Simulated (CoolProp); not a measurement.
A single-stage vapour-compression cycle with R143a: evaporating at 289.15 K (dew point), condensing at 318.15 K (bubble point), superheat 5 K, subcooling 8 K, compressor efficiency 0.65, no pressure losses. Each further row changes one setting.

Values from CoolProp's reference Helmholtz-energy equation of state, Lemmon and Jacobsen 2000.

```
case                              cooling COP  pressure ratio  discharge temperature (K)  refrigerating effect (kJ/kg)  volumetric capacity (kJ/m³)
--------------------------------  -----------  --------------  -------------------------  ----------------------------  ---------------------------
as stated                                   ?            2.08                      333.7                           142                         6060
evaporating temperature 294.15 K         6.92            1.81                      331.8                             ?                         7100
condensing temperature 313.15 K          6.92               ?                      327.1                           151                         6430
subcooling 13 K                          5.84            2.08                      333.7                           151                         6430
superheat 15 K                           5.53            2.08                          ?                             ?                         6130
compressor efficiency 0.55               4.65            2.08                      337.0                           142                         6060
```

**Question.** Fill in the missing entries.

**Answer.** 
- as stated, cooling COP: 5.50
- evaporating temperature 294.15 K, refrigerating effect (kJ/kg): 144
- condensing temperature 313.15 K, pressure ratio: 1.85
- superheat 15 K, discharge temperature (K): 343.8
- superheat 15 K, refrigerating effect (kJ/kg): 154
